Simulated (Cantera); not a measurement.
Input: 1 mol CH2F2, 0.026 mol F2, 8.2 mol H2, at 2848.15 K and 143 Torr.

Cantera equilibrium calculation (NASA polynomials, part measured and part estimated; ideal gas, pure solids and liquids). Candidate condensed phases: C, C6H6, C7H8, C8H18; 95 gas species. Rates play no part.

Base state: H2 0.617, HF 0.183, H 0.174, C2H2 (acetylene) 0.0241, C2H 0.000929, C4H2 0.000392, C3 0.000297, F 0.000239 (mole fractions); condensed: C(graphite).

**Question.** What changes in the equilibrium state with this change: temperature from 2848.15 K to 3225 K?

**Answer.** 
```csv
species,before,after
H,0.174,0.426
H2,0.617,0.383
HF,0.183,0.154
C2H2 (acetylene),0.0241,0.0214
C4,6.37e-7,2.26e-5
C2,2.93e-5,0.000792
C5,3.35e-6,8.86e-5
"C(graphite), mol",0.406,0
```

**Question.** What changes in the equilibrium state with this change: temperature from 2848.15 K to 2523 K?

**Answer.** 
```csv
species,before,after
H2,0.617,0.741
HF,0.183,0.195
H,0.174,0.0549
C2H2 (acetylene),0.0241,0.00882
C2,2.93e-5,3.45e-7
C3,0.000297,3.73e-6
C,5.82e-5,1.20e-6
CH,1.16e-5,5.15e-7
C2H,0.000929,4.93e-5
"C(graphite), mol",0.406,0.811
```
